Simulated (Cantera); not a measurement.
Cantera run:

```python
import numpy as np
import cantera as ct

gas_names = [...]  # 151 gases of nasa_gas.yaml made of C, H, N, O, Si
cond_names = """
    C(gr) C6H6(L) C7H8(L) C8H18(L),n-octa H2O(s) H2O(L) Si(cr) Si(L) SiC(b) SiO2(Lqz) SiO2(hqz) SiO2(L)
    Si2N2O(s) Si3N4(a)
""".split()


# ... load() reads the species with a 1 bar reference pressure and builds the phases ...
atoms = {
    'TEOS': {'Si': 1, 'C': 8, 'H': 20, 'O': 4},
    'NO': {'N': 1, 'O': 1},
}
top_T = {'C(gr)': 4500, 'SiC(b)': 3050, 'Si2N2O(s)': 2100, 'Si3N4(a)': 2400}  # K; cautious upper limits of use, not melting points


# ... equilibrate(T, P, feed) seeds the gas with the atoms and calls Mixture.equilibrate('TP', solver="vcs", rtol=1e-11, max_steps=5000) ...
results = []
feed = {'TEOS': 1, 'NO': 1.4}  # mol
P = 82000  # Pa
for T in [1248, 1348, 1448, 1548, 1648, 1748, 1848, 1948]:
    mix = equilibrate(T, P, feed)
    results.append((T, P, feed, dict(zip(mix.species_names, mix.species_moles))))
    x = sorted(zip(gas.X, gas.species_names), reverse=True)
    print(f"T = {T:g} K  P = {P:g} Pa  gas = {mix.phase_moles(0):.4g} mol")
    print("   x: " + "  ".join(f"{s} {v:.3e}" for v, s in x if v > 0.001))
    print("   condensed (mol): " + ("  ".join(f"{mix.phase(i).name} {mix.phase_moles(i):.4g}"
          for i in range(1, mix.n_phases) if mix.phase_moles(i) > 1e-12) or "none"))
```

Output:

```
T = 1248 K  P = 82000 Pa  gas = 14 mol
   x: H2 7.031e-01  CO 2.398e-01  N2 4.998e-02  CH4 4.519e-03  H2O 2.126e-03
   condensed (mol): C(gr) 4.573  SiO2(hqz) 1
T = 1348 K  P = 82000 Pa  gas = 14.05 mol
   x: H2 7.060e-01  CO 2.408e-01  N2 4.978e-02  CH4 2.384e-03
   condensed (mol): C(gr) 4.579  SiO2(hqz) 1
T = 1448 K  P = 82000 Pa  gas = 14.07 mol
   x: H2 7.073e-01  CO 2.411e-01  N2 4.966e-02  CH4 1.369e-03
   condensed (mol): C(gr) 4.584  SiO2(hqz) 1
T = 1548 K  P = 82000 Pa  gas = 14.38 mol
   x: H2 6.936e-01  CO 2.667e-01  N2 3.844e-02
   condensed (mol): C(gr) 4.15  SiO2(hqz) 0.7084  Si2N2O(s) 0.1456
T = 1648 K  P = 82000 Pa  gas = 15.1 mol
   x: H2 6.611e-01  CO 3.242e-01  N2 1.331e-02
   condensed (mol): C(gr) 3.093  Si2N2O(s) 0.497
T = 1748 K  P = 82000 Pa  gas = 15.52 mol
   x: H2 6.433e-01  CO 3.277e-01  N2 2.615e-02  SiO 1.560e-03
   condensed (mol): C(gr) 2.5  SiC(b) 0.3973  Si2N2O(s) 0.2892
T = 1848 K  P = 82000 Pa  gas = 16.1 mol
   x: H2 6.196e-01  CO 3.332e-01  N2 4.282e-02  SiO 2.118e-03  HCN 1.256e-03
   condensed (mol): C(gr) 1.639  SiC(b) 0.9659
T = 1948 K  P = 82000 Pa  gas = 16.1 mol
   x: H2 6.187e-01  CO 3.325e-01  N2 4.245e-02  SiO 2.736e-03  HCN 1.937e-03
   condensed (mol): C(gr) 1.642  SiC(b) 0.9559
```

Cantera equilibrium calculation (NASA polynomials, part measured and part estimated; ideal gas, pure solids and liquids). The feed counts by its element totals alone. Mutual solubility and eutectic melting of coexisting phases are not modelled. The tables hold silica as quartz up to 1696 K and as liquid above; real silica turns to tridymite and cristobalite and melts near 1996 K.
